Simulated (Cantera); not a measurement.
A perfectly stirred reactor is fed with H₂ : O₂ : N₂ = 1.5 : 1 : 1.1 (molar parts), equivalence ratio 0.75, at 0.118 atm; it is held at 1050 K, and followed from long to short residence time.

Model: GRI-Mech 3.0 (53 species, 325 reactions), integrated in Cantera. The temperature is held fixed by assumption; the heat of reaction is taken as removed at once.

Question: What does this change do: temperature 1050 to 1198 K?

Answer: 
```
quantity                 before     after
---------------------  --------  --------
x(H₂) at τ = 25.0 s    0.000190   8.49e-5
x(O₂) at τ = 25.0 s      0.0878    0.0877
x(NO) at τ = 25.0 s     2.35e-8   2.31e-7
x(H₂O) at τ = 25.0 s      0.526     0.526
x(OH) at τ = 25.0 s     7.01e-5  0.000220
x(H₂) at τ = 0.140 s    0.00498   0.00263
x(O₂) at τ = 0.140 s     0.0898    0.0884
x(NO) at τ = 0.140 s    7.66e-8   2.61e-7
x(H₂O) at τ = 0.140 s     0.519     0.522
x(OH) at τ = 0.140 s   0.000464   0.00126
```

Question: What does this change do: N2 1.1 to 3.4 parts?

Answer: 
```tsv
quantity	before	after
x(H₂) at τ = 25.0 s	0.000190	0.000122
x(O₂) at τ = 25.0 s	0.0878	0.0486
x(NO) at τ = 25.0 s	2.35e-8	4.47e-8
x(H₂O) at τ = 25.0 s	0.526	0.291
x(OH) at τ = 25.0 s	7.01e-5	6.94e-5
x(H₂) at τ = 0.140 s	0.00498	0.00336
x(O₂) at τ = 0.140 s	0.0898	0.0500
x(NO) at τ = 0.140 s	7.66e-8	2.35e-7
x(H₂O) at τ = 0.140 s	0.519	0.287
x(OH) at τ = 0.140 s	0.000464	0.000431
```
